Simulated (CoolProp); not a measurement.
Dodecamethylcyclohexasiloxane (D6) along the isobar 101 kPa: density (kg/m³) from the reference equation and from simpler models built on Tc = 645.8 K, pc = 961.4 kPa, ω = 0.736; each cubic takes its own stable root.

Model: reference Helmholtz-energy equation of state, Colonna 2008, in CoolProp. It is a short technical equation, of lower accuracy than the large ones.

```json
[
 {"T (K)": "422.5", "phase": "liquid", "reference": "828.8"},
 {"T (K)": "450.7", "phase": "liquid", "reference": "795.0"},
 {"T (K)": "478.9", "phase": "liquid", "reference": "759.3"},
 {"T (K)": "507.1", "phase": "liquid", "reference": "721.0"},
 {"T (K)": "535.3", "phase": "gas", "reference": "11.04"},
 {"T (K)": "563.6", "phase": "gas", "reference": "10.33"},
 {"T (K)": "591.8", "phase": "gas", "reference": "9.722"},
 {"T (K)": "620", "phase": "gas", "reference": "9.192"}
]
```

### Question
How far does each simpler model (van der Waals, Redlich-Kwong, Peng-Robinson) lie from the reference over these 8 states: mean and median of the absolute difference, and the worst?

### Answer
- van der Waals: mean 50.5 %, median 51.0 %, worst -98.4 % at 507.1 K and 101 kPa
- Redlich-Kwong: mean 29.6 %, median 9.5 %, worst -98.4 % at 507.1 K and 101 kPa
- Peng-Robinson: mean 2.3 %, median 1.8 %, worst +5.0 % at 507.1 K and 101 kPa

At some of these states van der Waals, Redlich-Kwong gives the other phase, because its saturation line lies elsewhere.
